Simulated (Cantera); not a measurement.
A perfectly stirred reactor is fed with H2 : O2 : N2 = 1 : 0.51 : 1.92 (molar parts), at 2.47 atm; it is adiabatic with a 325 K inlet, and is followed from long to short residence time, starting on the burning branch (τ in s: 0.23, 0.074, 0.024, 0.0077, 0.0025, 0.00079, 0.00026, 8.2e-05, 2.6e-05).

Detailed kinetics in Cantera: the H2/O2 subset of GRI-Mech 3.0, which has no nitrogen chemistry. The hydrogen kinetics of GRI-Mech 3.0 are dated; newer H2 mechanisms differ, most at raised pressure.

One state of this run: T (K) = 2047; x H2 = 0.0367; x O2 = 0.0197; x H2O = 0.276; x O = 0.00510; x H = 0.0170; x OH = 0.0144; x H2O2 = 9.84e-7. x: mole fraction; the columns are a selection and need not sum to one.

### Question
Which value of τ (s) does it belong to?
A. 0.0077
B. 8.2e-5
C. 0.23
D. 0.00026

### Answer
B, 8.2e-5
